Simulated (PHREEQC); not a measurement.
**Leach liquor**

A solution holds 0.0058 mol/kgw H2SO4 and 0.019 mol/kgw MnSO4, at 5 °C. Closed to the air; pH follows from the charge balance.

Equilibrium calculation in PHREEQC: Pitzer model, pitzer.dat.

```json
{
  "pH": "2.18",
  "ionic_strength": "0.0869 mol/kgw",
  "specific_conductance": "3810 µS/cm",
  "density": "1.003 g/cm³",
  "osmotic_coefficient": "0.739",
  "total_alkalinity": "-11.6 meq/kg"
}
```

| species | molality | activity | log γ |
|---|---|---|---|
| SO4-2 | 0.0216 | 0.00644 | -0.525 |
| Mn+2 | 0.0190 | 0.00641 | -0.472 |
| H+ | 0.00838 | 0.00666 | -0.100 |
| HSO4- | 0.00322 | 0.00239 | -0.130 |

No solid was allowed to form. Away from 25 °C the constants follow the database's enthalpies or fits; those with neither stay at their 25 °C values.
